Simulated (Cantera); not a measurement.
A closed system holds: 1 mol C2H4, 0.098 mol H2O, 71 mol H2, held at 1.00 Torr.

These are equilibrium values from Cantera (NASA tables, ideal gas, pure condensed phases), not measurements of a reactor. Candidate condensed phases: C, C6H6, C7H8, C8H18, H2O; 110 gas species. Equilibrium is a limit: real reactors are often held back by kinetics, nucleation or transport. All values below are at 2373 K.

Base state: H2 0.679, H 0.315, C2H2 (acetylene) 0.00418, CO 0.00113, C2H 0.000105, C3 4.63e-5, C 1.98e-5, C4H2 1.06e-5 (mole fractions); condensed: C(graphite).

What changes in the equilibrium state with this change: H2O from 0.098 to 0.75 mol?


| species | before | after |
|---|---|---|
| H2 | 0.679 | 0.673 |
| H | 0.315 | 0.314 |
| CO | 0.00113 | 0.00849 |
| C4H2 | 1.06e-5 | 1.05e-5 |
| C2H2 (acetylene) | 0.00418 | 0.00414 |
| C2H | 0.000105 | 0.000104 |
| C(graphite), mol | 1.14 | 0.480 |
